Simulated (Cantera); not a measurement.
Input: 1 mol HBr, 0.27 mol O₂, equilibrated at 2873.15 K and 40500 Torr.

Cantera equilibrium calculation (NASA polynomials, part measured and part estimated; ideal gas, pure solids and liquids). Candidate condensed phases: Br₂, H₂O; 12 gas species. The ideal-gas law is rough above about 30 bar. The numbers say what is thermodynamically allowed, not how fast it happens.

Base state: Br 0.397, HBr 0.241, H₂O 0.227, O₂ 0.0709, Br₂ 0.0409, OH 0.0169, H₂ 0.00333, O 0.00261 (mole fractions); condensed: gas only.

Task: What changes in the equilibrium state with this change: pressure from 40500 Torr to 1 atm?

Result: 
```
species    before    after
-------  --------  -------
Br          0.397    0.522
H₂O         0.227    0.207
HBr         0.241    0.125
Br₂        0.0409  0.00133
H        0.000826   0.0174
H₂        0.00333   0.0277
O         0.00261   0.0152
OH         0.0169   0.0389
O₂         0.0709   0.0452
HO₂       6.04e-5  1.52e-5
```
